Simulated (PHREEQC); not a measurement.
0.029 g of hydrous ferric oxide (600 m²/g; 0.2 weak and 0.005 strong sites per Fe, Dzombak-Morel constants, diffuse double layer) in 1 kg of water with 0.3 mol/kgw of an inert sodium salt and 9.1e-07 mol/kgw Na2SO4, 6.3e-05 mol/kgw NiCl2 and 6.9e-05 mol/kgw BaCl2, at 25 °C; the pH is set by adding NaOH or the inert anion's acid. Oxygen is held at 0.21 atm. No CO2 enters from the air. Precipitation was switched off in this run.

Computed with PHREEQC (ion-association model, wateq4f.dat).

| pH | S sorbed (%) | Ni sorbed (%) | Ba sorbed (%) | surface charge σ (C/m²) | surface potential ψ (mV) |
|---|---|---|---|---|---|
| 3 | 37.8 | 0.0 | 0.0 | 0.364 | 125 |
| 3.38 | 37.6 | 0.0 | 0.0 | 0.361 | 125 |
| 3.75 | 36.4 | 0.0 | 0.0 | 0.354 | 124 |
| 4.12 | 33.8 | 0.0 | 0.0 | 0.340 | 122 |
| 4.5 | 28.8 | 0.0 | 0.0 | 0.316 | 118 |
| 4.88 | 21.6 | 0.0 | 0.0 | 0.281 | 112 |
| 5.25 | 13.9 | 0.1 | 0.0 | 0.239 | 104 |
| 5.62 | 7.5 | 0.5 | 0.0 | … | 94 |
| 6 | 3.5 | 1.4 | 0.0 | 0.155 | 83 |
| 6.38 | 1.4 | 2.6 | 0.0 | 0.119 | 71 |
| 6.75 | 0.6 | 4.7 | 0.0 | 0.090 | 58 |
| 7.12 | 0.2 | 10.2 | 0.0 | 0.069 | 48 |
| 7.5 | 0.1 | 21.0 | 0.0 | 0.058 | 42 |
| 7.88 | 0.1 | 33.4 | 0.0 | 0.054 | … |
| 8.25 | 0.0 | 43.7 | 0.0 | 0.052 | 38 |
| 8.62 | 0.0 | 51.1 | 0.0 | … | 37 |
| 9 | 0.0 | 55.4 | 0.0 | 0.048 | 36 |

Problem. Fill in the missing entries.

Solution. 
- 5.62, surface charge σ (C/m²): 0.196
- 7.88, surface potential ψ (mV): 40
- 8.62, surface charge σ (C/m²): 0.050

Along this series the solution becomes supersaturated in solids that the run did not let form, among them Ni(OH)2. The oxide is taken as insoluble; below pH 4 it would dissolve.
